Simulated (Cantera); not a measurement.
A freely propagating, adiabatic, planar premixed flame of H₂ : O₂ : N₂ = 1 : 0.192 : 0.723 (molar parts), unburnt at 550 K and 1.38 atm; mixture-averaged transport, grid criteria slope 0.08 and curve 0.16, no radiation.

Computed with Cantera and the H2/O2 subset of GRI-Mech 3.0, which has no nitrogen chemistry. Burning velocities carry a grid error of a few per cent, more on coarse grids.

x: mole fraction of selected species; z is measured from the peak of heat release.

| z (mm) | T (K) | u (m/s) | x H₂ | x O₂ | x HO₂ | x OH | x H | x H₂O |
|---|---|---|---|---|---|---|---|---|
| -0.886 | 550 | 7.22 | 0.522 | 0.100 | <1e-8 | <1e-8 | <1e-8 | <1e-8 |
| -0.591 | 550 | 7.22 | 0.522 | 0.100 | <1e-8 | <1e-8 | <1e-8 | <1e-8 |
| -0.443 | 550 | 7.22 | 0.522 | 0.100 | <1e-8 | <1e-8 | <1e-8 | <1e-8 |
| -0.295 | 550 | 7.22 | 0.522 | 0.100 | (withheld) | <1e-8 | 3.98e-8 | 5.74e-7 |
| -0.148 | 584 | 7.62 | 0.517 | 0.100 | (withheld) | 7.40e-5 | 0.000246 | 0.00142 |
| -0.0738 | 816 | 10.4 | 0.487 | 0.0937 | (withheld) | 0.000498 | 0.00666 | 0.0216 |
| 0 | 1182 | 14.6 | 0.412 | 0.0645 | (withheld) | 0.00120 | 0.0349 | 0.0867 |
| 0.0738 | 1442 | 17.7 | 0.339 | 0.0216 | (withheld) | 0.00200 | 0.0645 | 0.170 |
| 0.148 | 1558 | 19.1 | 0.315 | 0.00469 | (withheld) | 0.00195 | 0.0708 | 0.203 |
| 0.295 | 1660 | 20.2 | 0.315 | 0.000351 | (withheld) | 0.00199 | 0.0630 | 0.213 |
| 0.591 | 1758 | 21.3 | 0.324 | 7.42e-5 | (withheld) | 0.00196 | 0.0496 | 0.215 |
| 1.18 | 1853 | 22.3 | 0.333 | 4.12e-5 | (withheld) | 0.00173 | 0.0359 | 0.217 |
| 2.36 | 1932 | 23.1 | 0.341 | 2.02e-5 | (withheld) | 0.00135 | 0.0241 | 0.219 |

Some entries are withheld; supply them.


- -0.295, x HO₂: 9.57e-7
- -0.148, x HO₂: 0.000305
- -0.0738, x HO₂: 0.000204
- 0, x HO₂: 8.73e-5
- 0.0738, x HO₂: 2.74e-5
- 0.148, x HO₂: 5.73e-6
- 0.295, x HO₂: 4.15e-7
- 0.591, x HO₂: 1.01e-7
- 1.18, x HO₂: 6.08e-8
- 2.36, x HO₂: 3.31e-8
